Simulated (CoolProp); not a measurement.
Saturation properties of n-pentane (Tc = 196.5 °C, pc = 3368 kPa, ω = 0.251).

Computed with CoolProp (reference Helmholtz-energy equation of state, Thol 2019).

```tsv
T (°C)	p (kPa)	liquid density (kg/m³)	vapour Z	surface tension (mN/m)	liquid viscosity (µPa s)
-8.35	16.49	653.4	0.9883	19.2	252
1.85	26.59	643.8	0.9833	18.0	227
11.95	41.03	634.0	0.9770	16.9	205
22.05	61.19	624.1	0.9693	15.8	185
32.15	88.50	614.0	0.9600	14.7	167
42.35	125.0	603.5	0.9489	13.6	151
52.45	171.7	592.8	0.9361	12.5	137
62.55	230.8	581.8	0.9214	11.4	124
72.65	304.4	570.4	0.9046	10.3	112
82.85	395.5	558.4	0.8856	9.28	101
92.95	504.5	546.1	0.8644	8.26	90.9
103.05	634.7	533.1	0.8409	7.26	81.8
113.15	788.5	519.4	0.8147	6.28	73.4
123.35	970.2	504.7	0.7853	5.32	65.5
133.45	1179	489.0	0.7530	4.41	58.1
```

It boils at 36.1 °C under 1 atm.

Viscosity comes from a separate model (Quiñones-Cisneros 2006), older than the equation that it now runs on, and unchecked against measurements. Surface tension comes from a separate correlation (Mulero 2012).
